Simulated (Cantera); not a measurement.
# SiH4 + N2 + H2 (silicon nitride deposition)

A closed system holds: 1 mol SiH4, a varied amount of N2, 0.49 mol H2, equilibrated at 1373 K and 2.93 Torr.

Method: chemical equilibrium by Gibbs-energy minimisation in Cantera with the NASA 1993 tables (ideal gas, pure condensed phases). Candidate condensed phases: Si, Si3N4; 18 gas species. N2 is the only nitrogen source here; it is nearly inert below about 1500 K, so the nitride shown seldom forms there in practice. Mutual solubility and eutectic melting of coexisting phases are not modelled. The numbers say what is thermodynamically allowed, not how fast it happens.

```
n(N2) (mol)    x H2      x N2      x H    x SiH2    x NH3  n Si(s)  n Si3N4(s)
-----------  ------  --------  -------  --------  -------  -------  ----------
0.26          0.999  0.000788  5.33e-5   2.50e-7  1.03e-8    0.613       0.129
0.52          0.999  0.000788  5.33e-5   2.50e-7  1.03e-8    0.223       0.259
1             0.882     0.118  5.01e-5   7.83e-9  1.04e-7        0       0.333
2             0.651     0.349  4.30e-5   2.81e-9  1.14e-7        0       0.333
4             0.428     0.572  3.49e-5   1.33e-9  7.76e-8        0       0.333
8             0.253     0.747  2.68e-5  6.58e-10  4.04e-8        0       0.333
16            0.140     0.860  1.99e-5  3.30e-10  1.78e-8        0       0.333
31           0.0759     0.924  1.47e-5  1.71e-10  7.37e-9        0       0.333
```
x: gas mole fraction; n: condensed amount in mol.

From 0.26 mol N2 to 0.52 mol N2 the condensed part is Si(s) + Si3N4(s). From 1 mol N2 to 31 mol N2 the condensed part is Si3N4(s).
